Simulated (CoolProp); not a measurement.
A Linde-Hampson liquefier for dry air: isothermal reversible compression at 290 K from 1 atm to 40 MPa, throttling to 1 atm, return gas leaving the recuperator 2 K below the feed. Each further row changes one setting.

Values from CoolProp's reference Helmholtz-energy equation of state, Lemmon 2000. It is a pseudo-pure fit of the blend.

```csv
case,liquid yield per pass,compression work (kJ/kg of gas)
as stated,0.112,501
high pressure 80 MPa,0.081,582
warm-end temperature 320 K,0.082,557
warm-end gap 7 K,0.101,501
```
